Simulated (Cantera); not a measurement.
An adiabatic, constant-pressure homogeneous reactor starts with H₂ : O₂ : N₂ = 1 : 0.806 : 3.03 (molar parts), at 1248 K and 165 Torr.

Cantera simulation using the H2/O2 subset of GRI-Mech 3.0, which has no nitrogen chemistry; the numbers are that mechanism's predictions, not measurements.

One state of this run: T (K) = 1591; x H₂ = 0.0267; x O₂ = 0.0763; x O = 0.0307; x HO₂ = 9.28e-6; x H = 0.0688; x H₂O = 0.143. x: mole fraction; the columns are a selection and need not sum to one.

Q: Which value of t (s) does it belong to?
(A) 0.0857
(B) 3.00
(C) 0.000229
(D) 2.00e-6

A: C, 0.000229
